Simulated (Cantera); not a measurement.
Charge: 1 mol MgSO4, 0.55 mol CO2, 2.2 mol H2, at 1973 K and 4.30 mbar.

Cantera equilibrium calculation (NASA polynomials, part measured and part estimated; ideal gas, pure solids and liquids). Candidate condensed phases: C, C6H6, C7H8, C8H18, H2O, H2SO4, Mg, MgCO3, MgO, Mg(OH)2, MgS, MgSO4, S; 130 gas species. Kinetics and transport are ignored.

Base state: H2O 0.421, SO2 0.214, H2 0.158, CO 0.0919, CO2 0.0546, SO 0.0397, H 0.00818, S2 0.00385 (mole fractions); condensed: MgO(s).

**Question.** What changes in the equilibrium state with this change: temperature from 1973 K to 800 K?

**Answer.** 
```
species        before    after
-----------  --------  -------
H2O             0.421    0.603
CO2            0.0546    0.161
SO2             0.214    0.137
H2              0.158  0.00127
SO             0.0397  1.20e-6
CO             0.0919  8.06e-5
H2S          0.000410   0.0399
S2            0.00385   0.0569
Mg           0.000897    <1e-9
H             0.00818    <1e-9
S             0.00252    <1e-9
OH            0.00207    <1e-9
MgO(s), mol     0.996     1.00
```
Gases not in the tables: S3 to S7.

**Question.** What changes in the equilibrium state with this change: temperature from 1973 K to 1800 K?

**Answer.** 
| species | before | after |
|---|---|---|
| H2O | 0.421 | 0.442 |
| SO2 | 0.214 | 0.213 |
| H2 | 0.158 | 0.149 |
| SO | 0.0397 | 0.0264 |
| CO2 | 0.0546 | 0.0649 |
| S2 | 0.00385 | 0.0131 |
| CO | 0.0919 | 0.0838 |
| Mg | 0.000897 | 4.92e-5 |
| O | 7.88e-5 | 4.51e-6 |
| O2 | 9.08e-5 | 5.92e-6 |
| MgO(s), mol | 0.996 | 1.000 |
